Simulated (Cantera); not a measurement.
Cantera run:

```python
import numpy as np
import cantera as ct

gas_names = """
    B BH BH2 BH3 B2 H H2
""".split()
cond_names = """
    B(b) B(L)
""".split()


# ... load() reads the species with a 1 bar reference pressure and builds the phases ...
atoms = {
    'B2H6': {'B': 2, 'H': 6},
    'H2': {'H': 2},
}
top_T = {}  # K; cautious upper limits of use, not melting points


# ... equilibrate(T, P, feed) seeds the gas with the atoms and calls Mixture.equilibrate('TP', solver="vcs", rtol=1e-11, max_steps=5000) ...
results = []
feed = {'B2H6': 1, 'H2': 29}  # mol
T = 1998.15  # K
P = 1500  # Pa
mix = equilibrate(T, P, feed)
results.append((T, P, feed, dict(zip(mix.species_names, mix.species_moles))))
print(gas.report(threshold=1e-06))
for i in range(1, mix.n_phases):
    print(f"{mix.phase(i).name:16s} {mix.phase_moles(i):12.5e} mol")
```

Output:

```
       temperature   1998.2 K
          pressure   1500 Pa
           density   0.00018129 kg/m^3
  mean mol. weight   2.008 kg/kmol
   phase of matter   gas

                          1 kg             1 kmol
                     ---------------   ---------------
          enthalpy        2.7712e+07        5.5645e+07  J
   internal energy        1.9438e+07        3.9031e+07  J
           entropy        1.1133e+05        2.2355e+05  J/K
    Gibbs function       -1.9475e+08       -3.9105e+08  J
 heat capacity c_p             16945             34025  J/K
 heat capacity c_v             12804             25711  J/K

                      mass frac. Y      mole frac. X     chem. pot. / RT
                     ---------------   ---------------   ---------------
                 B        4.6385e-05         8.616e-06           -3.2381
                BH        1.4228e-05        2.4175e-06           -15.084
               BH2          0.002918        0.00045682           -26.929
               BH3        2.9497e-05        4.2814e-06           -38.774
                 H         0.0065373          0.013023           -11.845
                H2           0.99045           0.98651           -23.691
     [   +1 minor]        9.3135e-10        8.6499e-11

B(b)              1.98479e+00 mol
```

Equilibrium computed with Cantera from the NASA thermochemical tables; the gas is ideal and each condensed phase is pure. The feed counts by its element totals alone. The tables' values for BH2 are old estimates; treat these amounts as uncertain.
